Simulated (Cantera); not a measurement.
## Transport properties of process gases

Gas mixture: H2O : O2 = 0.58 : 0.91 (molar parts), at 20.0 Torr, frozen composition.

Cantera's kinetic-theory transport with the Lennard-Jones parameters of GRI-Mech 3.0, ideal gas; thermal conductivity in the multicomponent form. Polar gases are described roughly by these parameters.

```tsv
T (K)	ρ (kg/m³)	cp (J/kg/K)	μ (µPa s)	λ (mW/m/K)	Pr	D (cm²/s) CH4	D (cm²/s) CH3	D (cm²/s) NO
400	0.0213	1195	21.2	36.9	0.685	14.6	14.8	13.6
550	0.0155	1251	27.6	51.1	0.675	26.0	26.2	23.9
700	0.0122	1309	33.5	65.2	0.672	39.7	40.0	36.2
850	0.0100	1360	39.0	79.1	0.671	55.5	55.9	50.5
1000	0.00851	1408	44.2	92.8	0.670	73.3	73.8	66.6
1150	0.00740	1450	49.1	106	0.670	93.0	93.5	84.3
1300	0.00655	1488	53.8	119	0.670	114	115	104
```
D: mixture-averaged diffusion coefficient of that species in the mixture.
